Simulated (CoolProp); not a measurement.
Vapour-liquid equilibrium of toluene (1) + p-xylene (2) at 0.586 MPa; x and y are mole fractions of (1).

The numbers come from the multi-fluid Helmholtz-energy mixture model, Lemmon 2006 and Zhou 2012; pair parameters Bell 2016 in CoolProp.

```csv
x,bubble temperature (K),y at the bubble point,dew temperature at overall composition x (K),liquid density (mol/L)
0.05,489.9,0.078,490.6,6.316
0.2,484.1,0.289,486.6,6.499
0.35,478.7,0.469,482.4,6.685
0.5,473.7,0.623,477.8,6.874
0.65,469.1,0.755,472.8,7.065
0.8,464.9,0.869,467.5,7.260
0.95,460.9,0.969,461.7,7.461
```

No azeotrope shows between x = 0.05 and 0.95.

Pair parameters are fitted to limited data, so mixtures are less certain than the pure fluids.
